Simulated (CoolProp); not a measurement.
Vapour-liquid equilibrium of n-perfluorobutane (1) + R365MFC (2) at 0.245 MPa; x and y are mole fractions of (1).

Computed with CoolProp (multi-fluid Helmholtz-energy mixture model, Gao 2022 and Lemmon 2016; pair parameters Bell 2016).

Question: Give the bubble temperature and the first vapour's composition at x = 0.05, 0.65, 0.8. Is there an azeotrope?

Answer: x = 0.05: 53.4 °C, y = 0.360; x = 0.65: 25.7 °C, y = 0.832; x = 0.8: 24.0 °C, y = 0.881. No azeotrope shows between x = 0.05 and 0.95.

Pair parameters are fitted to limited data, so mixtures are less certain than the pure fluids. With so large a gap from Raoult's law the liquid may split in two, which this calculation doesn't test in full.
